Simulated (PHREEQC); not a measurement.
Solution (15 °C): 0.37 mol/kgw Na2CO3 and 6.2e-05 mol/kgw H4SiO4. Closed to the air; pH follows from the charge balance.

All values are PHREEQC results (Pitzer model, pitzer.dat), not measurements.

| quantity | before | after |
|---|---|---|
| pH | 11.74 | 13.76 |
| ionic strength (mol/kgw) | 1.11 | 0.370 |

Name the change that produced these shifts.
A) H4SiO4 left out
B) temperature from 15 to 85 °C
C) H4SiO4 replaced by K2SiO3 at the same molality
D) Na2CO3 replaced by NaOH at the same molality
E) H4SiO4 from 6.2e-05 to 0.00031 mol/kgw

D, Na2CO3 replaced by NaOH at the same molality

This is a speciation only: nothing precipitates in the calculation. In brines, pH and single-ion activities rest on the MacInnes convention.
